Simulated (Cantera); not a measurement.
Mixture: H2 : O2 : N2 = 1 : 0.357 : 1.34 (molar parts), at 1000000 Pa, adiabatic and at constant volume. Ignition delay is the time to a rise of 400 K.

Computed with Cantera and GRI-Mech 3.0 (53 species, 325 reactions). The hydrogen kinetics of GRI-Mech 3.0 are dated; newer H2 mechanisms differ, most at raised pressure. Where the delays flatten at high temperature, the 400 K rule measures the pace of heat release, not the induction time.

```csv
quantity,before,after
delay at 1150 K,0.230 ms,62.5 µs
delay at 1300 K,5.11 µs,28.6 µs
delay at 1450 K,1.76 µs,17.2 µs
delay at 1600 K,1.00 µs,12.7 µs
delay at 1750 K,0.680 µs,11.2 µs
```

Problem. Name the change that produced these shifts.
A. N2 1.34 to 2.1 parts
B. pressure from 1000000 Pa to 1200000 Pa
C. pressure from 1000000 Pa to 100000 Pa
D. N2 1.34 to 0.9 parts

Solution. C, pressure from 1000000 Pa to 100000 Pa
